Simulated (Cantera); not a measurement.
Charge: 1 mol Si2H6, 0.15 mol Cl2, 200 mol N2, equilibrated at 2.00 mbar.

These are equilibrium values from Cantera (NASA tables, ideal gas, pure condensed phases), not measurements of a reactor. Candidate condensed phases: NH4Cl, Si, Si3N4; 28 gas species. The feed counts by its element totals alone. N2 is the only nitrogen source here; it is nearly inert below about 1500 K, so the nitride shown seldom forms there in practice. The numbers say what is thermodynamically allowed, not how fast it happens. All values below are at 1148 K.

Base state: N2 0.984, H2 0.0141, HCl 0.00149 (mole fractions); condensed: Si3N4(s).

Q: What changes in the equilibrium state with this change: Cl2 from 0.15 to 0.044 mol?

A: 
```tsv
species	before	after
N2	0.984	0.985
H2	0.0141	0.0147
HCl	0.00149	0.000436
Si3N4(s), mol	0.667	0.667
```
